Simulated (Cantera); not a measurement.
Input: 1 mol AlN, 0.045 mol N2, 0.3 mol H2O, equilibrated at 0.248 Torr.

Equilibrium computed with Cantera from the NASA thermochemical tables; the gas is ideal and each condensed phase is pure. Candidate condensed phases: Al, AlN, Al2O3, H2O; 35 gas species. The tables' values for AlOH are old estimates; treat these amounts as uncertain. Equilibrium is a limit: real reactors are often held back by kinetics, nucleation or transport.

x: gas mole fraction; n: condensed amount in mol.

```json
[
 {"T (K)": "2048", "x N2": "0.341", "x Al": "0.280", "x H": "0.0497", "x Al2O": "0.165", "x H2": "0.163", "x AlO": "0.000145", "x O": "1.39e-7", "n Al2O3(s)": "0.0117", "n Al2O3(l)": "0"},
 {"T (K)": "2098", "x N2": "0.338", "x Al": "0.284", "x H": "?", "x Al2O": "0.159", "x H2": "0.152", "x AlO": "?", "x O": "?", "n Al2O3(s)": "?", "n Al2O3(l)": "0"},
 {"T (K)": "2148", "x N2": "0.334", "x Al": "0.286", "x H": "0.0859", "x Al2O": "0.152", "x H2": "0.140", "x AlO": "0.000570", "x O": "2.20e-6", "n Al2O3(s)": "0.0166", "n Al2O3(l)": "0"},
 {"T (K)": "2198", "x N2": "0.329", "x Al": "0.289", "x H": "0.109", "x Al2O": "0.145", "x H2": "0.126", "x AlO": "0.00108", "x O": "7.96e-6", "n Al2O3(s)": "0.0188", "n Al2O3(l)": "0"},
 {"T (K)": "2248", "x N2": "0.324", "x Al": "0.290", "x H": "0.134", "x Al2O": "0.138", "x H2": "0.110", "x AlO": "0.00198", "x O": "2.73e-5", "n Al2O3(s)": "0.0206", "n Al2O3(l)": "0"},
 {"T (K)": "2298", "x N2": "0.318", "x Al": "0.290", "x H": "0.161", "x Al2O": "0.132", "x H2": "0.0936", "x AlO": "0.00353", "x O": "8.88e-5", "n Al2O3(s)": "0.0219", "n Al2O3(l)": "0"},
 {"T (K)": "2348", "x N2": "0.312", "x Al": "0.291", "x H": "0.188", "x Al2O": "0.124", "x H2": "0.0766", "x AlO": "0.00605", "x O": "0.000269", "n Al2O3(s)": "0", "n Al2O3(l)": "0.0232"},
 {"T (K)": "2398", "x N2": "0.306", "x Al": "0.293", "x H": "0.213", "x Al2O": "0.114", "x H2": "0.0604", "x AlO": "0.00991", "x O": "0.000759", "n Al2O3(s)": "0", "n Al2O3(l)": "0.0243"},
 {"T (K)": "2448", "x N2": "0.299", "x Al": "0.295", "x H": "0.234", "x Al2O": "0.105", "x H2": "?", "x AlO": "?", "x O": "?", "n Al2O3(s)": "0", "n Al2O3(l)": "0.0231"},
 {"T (K)": "2498", "x N2": "0.291", "x Al": "0.294", "x H": "0.250", "x Al2O": "0.0967", "x H2": "0.0333", "x AlO": "0.0249", "x O": "0.00534", "n Al2O3(s)": "0", "n Al2O3(l)": "0.0181"}
]
```

Question: What belongs in the gaps?

Answer: 
- 2448, x H2: 0.0458
- 2448, x AlO: 0.0159
- 2448, x O: 0.00205
- 2098, x H: 0.0661
- 2098, x AlO: 0.000292
- 2098, x O: 5.70e-7
- 2098, n Al2O3(s): 0.0143
